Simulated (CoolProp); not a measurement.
Model: reference Helmholtz-energy equation of state, Thol 2017, in CoolProp.

For octamethyltrisiloxane (MDM), give the phase and the density (kg/m³), cp (kJ/(kg K)), cv (kJ/(kg K)), expansivity (1/kK) at 294.5 K and 0.0227 MPa; 294.5 K and 0.0817 MPa; 294.5 K and 0.294 MPa.


- 294.5 K and 0.0227 MPa: liquid; density 819, cp 1.77, cv 1.46, expansivity 1.22
- 294.5 K and 0.0817 MPa: liquid; density 819, cp 1.77, cv 1.46, expansivity 1.22
- 294.5 K and 0.294 MPa: liquid; density 819, cp 1.77, cv 1.46, expansivity 1.22
